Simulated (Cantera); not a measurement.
What does this Cantera script print?

```python
import numpy as np
import cantera as ct

gas_names = """
    CL CL2 N N2 Si SiCL SiCL2 SiCL3 SiCL4 SiN Si2 Si2N Si3
""".split()
cond_names = """
    Si(cr) Si(L) Si3N4(a)
""".split()


# ... load() reads the species with a 1 bar reference pressure and builds the phases ...
atoms = {
    'Si': {'Si': 1},
    'Cl2': {'CL': 2},
    'N2': {'N': 2},
}
top_T = {'Si3N4(a)': 2400}  # K; cautious upper limits of use, not melting points


# ... equilibrate(T, P, feed) seeds the gas with the atoms and calls Mixture.equilibrate('TP', solver="vcs", rtol=1e-11, max_steps=5000) ...
results = []
feed = {'Si': 1, 'Cl2': 1.7, 'N2': 1.2}  # mol
T = 648.15  # K
P = 133.322  # Pa
mix = equilibrate(T, P, feed)
results.append((T, P, feed, dict(zip(mix.species_names, mix.species_moles))))
print(gas.report(threshold=0.001))
for i in range(1, mix.n_phases):
    print(f"{mix.phase(i).name:16s} {mix.phase_moles(i):12.5e} mol")
```

Output:

```
       temperature   648.15 K
          pressure   133.32 Pa
           density   0.002223 kg/m^3
  mean mol. weight   89.855 kg/kmol
   phase of matter   gas

                          1 kg             1 kmol
                     ---------------   ---------------
          enthalpy       -2.9825e+06         -2.68e+08  J
   internal energy       -3.0425e+06       -2.7338e+08  J
           entropy            3996.9        3.5914e+05  J/K
    Gibbs function       -5.5731e+06       -5.0077e+08  J
 heat capacity c_p            692.37             62213  J/K
 heat capacity c_v            599.84             53899  J/K

                      mass frac. Y      mole frac. X     chem. pot. / RT
                     ---------------   ---------------   ---------------
                N2           0.17587            0.5641           -31.072
             SiCL4           0.82413            0.4359           -172.97
     [  +11 minor]        2.2766e-08        1.5217e-08

Si(cr)            0.00000e+00 mol
Si3N4(a)          5.00000e-02 mol
```

These are equilibrium values from Cantera (NASA tables, ideal gas, pure condensed phases), not measurements of a reactor. N2 is the only nitrogen source here; it is nearly inert below about 1500 K, so the nitride shown seldom forms there in practice.
